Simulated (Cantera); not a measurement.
Mixture: CH4 : CO : O2 : N2 : CO2 = 1 : 1.3 : 1.89 : 11 : 0.87 (molar parts), equivalence ratio 1.4, at 100000 Pa, adiabatic and at constant pressure. Ignition delay is the time to a rise of 400 K.

Detailed kinetics in Cantera: GRI-Mech 3.0 (53 species, 325 reactions).

Task: Predict: delay at 1048 K; delay at 1198 K; delay at 1348 K; delay at 1498 K; delay at 1648 K; apparent activation energy between 1498 and 1648 K.

Result: 
```json
{
  "delay at 1048 K": "1.98 s",
  "delay at 1198 K": "0.139 s",
  "delay at 1348 K": "14.4 ms",
  "delay at 1498 K": "2.17 ms",
  "delay at 1648 K": "0.500 ms",
  "apparent activation energy between 1498 and 1648 K": "200 kJ/mol"
}
```
